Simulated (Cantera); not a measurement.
Adiabatic ignition

An adiabatic, constant-volume homogeneous reactor starts with CH₄ : O₂ : N₂ : CO₂ = 1 : 3.92 : 14.7 : 1.7 (molar parts), at 1475 K and 2480 Torr.

Model: GRI-Mech 3.0 (53 species, 325 reactions), integrated in Cantera.

```json
[
 {"t (s)": "1.00e-6", "T (K)": "1475", "P (bar)": "3.30", "x CH₄": "0.0469", "x O₂": "0.184", "x CH₂CO": "<1e-12", "x CH₃": "1.36e-7", "x O": "2.81e-9", "x CO₂": "0.0797"},
 {"t (s)": "3.55e-6", "T (K)": "1475", "P (bar)": "3.30", "x CH₄": "0.0469", "x O₂": "0.184", "x CH₂CO": "<1e-12", "x CH₃": "5.41e-7", "x O": "3.87e-9", "x CO₂": "0.0797"},
 {"t (s)": "1.26e-5", "T (K)": "1475", "P (bar)": "3.30", "x CH₄": "0.0469", "x O₂": "0.184", "x CH₂CO": "<1e-12", "x CH₃": "2.26e-6", "x O": "7.76e-9", "x CO₂": "0.0797"},
 {"t (s)": "4.47e-5", "T (K)": "1475", "P (bar)": "3.30", "x CH₄": "0.0469", "x O₂": "0.184", "x CH₂CO": "1.53e-12", "x CH₃": "1.25e-5", "x O": "3.11e-8", "x CO₂": "0.0797"},
 {"t (s)": "0.000159", "T (K)": "1476", "P (bar)": "3.30", "x CH₄": "0.0466", "x O₂": "0.184", "x CH₂CO": "7.73e-9", "x CH₃": "8.73e-5", "x O": "2.33e-7", "x CO₂": "0.0797"},
 {"t (s)": "0.000563", "T (K)": "2515", "P (bar)": "5.67", "x CH₄": "<1e-12", "x O₂": "0.0906", "x CH₂CO": "<1e-12", "x CH₃": "<1e-12", "x O": "0.00222", "x CO₂": "0.118"},
 {"t (s)": "0.00200", "T (K)": "2517", "P (bar)": "5.67", "x CH₄": "<1e-12", "x O₂": "0.0886", "x CH₂CO": "<1e-12", "x CH₃": "<1e-12", "x O": "0.00198", "x CO₂": "0.119"},
 {"t (s)": "0.00710", "T (K)": "2504", "P (bar)": "5.64", "x CH₄": "<1e-12", "x O₂": "0.0853", "x CH₂CO": "<1e-12", "x CH₃": "<1e-12", "x O": "0.00183", "x CO₂": "0.119"},
 {"t (s)": "0.0252", "T (K)": "2498", "P (bar)": "5.63", "x CH₄": "<1e-12", "x O₂": "0.0838", "x CH₂CO": "<1e-12", "x CH₃": "<1e-12", "x O": "0.00176", "x CO₂": "0.119"},
 {"t (s)": "0.0894", "T (K)": "2498", "P (bar)": "5.63", "x CH₄": "<1e-12", "x O₂": "0.0837", "x CH₂CO": "<1e-12", "x CH₃": "<1e-12", "x O": "0.00176", "x CO₂": "0.119"},
 {"t (s)": "0.317", "T (K)": "2498", "P (bar)": "5.63", "x CH₄": "<1e-12", "x O₂": "0.0837", "x CH₂CO": "<1e-12", "x CH₃": "<1e-12", "x O": "0.00176", "x CO₂": "0.119"},
 {"t (s)": "1.13", "T (K)": "2498", "P (bar)": "5.63", "x CH₄": "<1e-12", "x O₂": "0.0837", "x CH₂CO": "<1e-12", "x CH₃": "<1e-12", "x O": "0.00176", "x CO₂": "0.119"},
 {"t (s)": "4.00", "T (K)": "2498", "P (bar)": "5.63", "x CH₄": "<1e-12", "x O₂": "0.0837", "x CH₂CO": "<1e-12", "x CH₃": "<1e-12", "x O": "0.00176", "x CO₂": "0.119"}
]
```
x: mole fraction; the columns are a selection and need not sum to one.

```json
{
  "time_of_steepest_temperature_rise": "0.501 ms",
  "temperature at 4.00 s": "2498 K",
  "equilibrium_temperature": "2498 K",
  "x(CH₄) at 4.00 s": "<1e-12 (gas-phase equilibrium <1e-12)",
  "x(O₂) at 4.00 s": "0.0837 (gas-phase equilibrium 0.0837)",
  "x(CH₂CO) at 4.00 s": "<1e-12 (gas-phase equilibrium <1e-12)"
}
```
